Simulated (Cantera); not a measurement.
Input: 1 mol TEOS, 0.46 mol H2O, 160 mol N2, a varied amount of O2, equilibrated at 327 °C and 1.60 mbar.

Cantera equilibrium calculation (NASA polynomials, part measured and part estimated; ideal gas, pure solids and liquids). Candidate condensed phases: C, C6H6, C7H8, C8H18, H2O, Si, SiC, SiO2, Si2N2O, Si3N4; 151 gas species. The feed counts by its element totals alone. The numbers say what is thermodynamically allowed, not how fast it happens.

log p: log10 of the partial pressure in bar; n: condensed amount in mol.

```tsv
n(O2) (mol)	log p N2	log p O2	log p H2O	log p H2	log p CO2	n C(graphite)	n SiO2(α-quartz)
0.56	-2.83	<-14	-5.11	-4.05	-4.97	6.32	1.00
0.82	-2.83	<-14	-5.08	-4.06	…	6.07	1.00
1.2	-2.83	<-14	-5.04	-4.06	-4.81	5.71	1.00
1.8	-2.83	<-14	-4.99	-4.07	-4.70	5.13	1.00
2.6	-2.83	<-14	-4.94	-4.08	-4.58	4.36	1.00
3.8	-2.84	<-14	-4.89	-4.09	-4.45	3.18	1.00
5.5	-2.84	<-14	-4.83	-4.10	-4.31	1.51	1.00
8.1	-2.84	<-14	…	…	-4.18	0	1.00
12	-2.84	<-14	-4.03	<-14	-4.14	0	1.00
17	-2.86	-4.36	-4.04	<-14	-4.16	0	1.00
25	-2.87	-3.96	-4.06	<-14	-4.17	0	1.00
```

Question: Complete the blanks.

Answer: 
- 0.82, log p CO2: -4.90
- 8.1, log p H2O: -4.53
- 8.1, log p H2: -4.19
